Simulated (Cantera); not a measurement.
A closed system holds: 1 mol Si, 7.4 mol HF, 12 mol N2, held at 1198 K and 0.00100 bar.

Cantera equilibrium calculation (NASA polynomials, part measured and part estimated; ideal gas, pure solids and liquids). Candidate condensed phases: Si, Si3N4; 37 gas species. Equilibrium is a limit: real reactors are often held back by kinetics, nucleation or transport.

**Question.** What is the equilibrium state?

**Answer.** 
```json
{
 "x(N2)": "0.652",
 "x(HF)": "0.185",
 "x(H2)": "0.109",
 "x(SiF4)": "0.0543",
 "x(SiF3)": "6.25e-6",
 "x(H)": "1.98e-6",
 "x(SiHF3)": "1.03e-6",
 "gas_amount": "18.40 mol",
 "log10 activity of Si(s) (absent)": "-11.49"
}
```
